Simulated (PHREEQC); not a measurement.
Model water analysis in mg/kgw, 25 °C, pH 6.06, pe 9.1:

```
constituent         mg/kgw
------------------  ------
Na                    10.8
K                   0.0604
Ca                    2.15
Mg                    2.29
Cl                    5.64
S(6) as SO4             10
Alkalinity as HCO3    23.2
Si as SiO2          0.0628
```

Cl is adjusted to close the charge balance.
Valence states are taken as typed.

Computed with PHREEQC (ion-association model, phreeqc.dat).

| quantity | before | after |
|---|---|---|
| CO2 (mol/kgw) | 0.000719 | 0.00229 |
| CO3-2 (mol/kgw) | 2.28e-8 | 7.24e-9 |
| HSO4- (mol/kgw) | 7.73e-9 | 2.44e-8 |
| MgOH+ (mol/kgw) | 3.46e-10 | 1.09e-10 |
| H3SiO4- (mol/kgw) | 1.83e-10 | 5.80e-11 |
| SI of Quartz (SiO2) | -2.00 | -2.00 |

Task: Which change was made?
A. pH from 6.06 to 6.56 at the same alkalinity
B. pH from 6.06 to 5.56 at the same alkalinity
C. temperature from 25 to 60 °C at the same typed pH

Result: B, pH from 6.06 to 5.56 at the same alkalinity

This is a speciation only: nothing precipitates in the calculation.
